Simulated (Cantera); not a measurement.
Input: 1 mol Si, 2.8 mol F2, 12 mol N2, 3.6 mol Cl2, equilibrated at 133 Pa.

Cantera equilibrium calculation (NASA polynomials, part measured and part estimated; ideal gas, pure solids and liquids). Candidate condensed phases: Si, Si3N4; 24 gas species. The numbers say what is thermodynamically allowed, not how fast it happens.

Question: At 575 °C, list the 6 most abundant gas species with their mole fractions, and the condensed phases.

Answer: N2 0.690, Cl2 0.161, ClF 0.0919, SiF4 0.0575, Cl 0.000294, F 4.66e-5. Condensed: gas only.
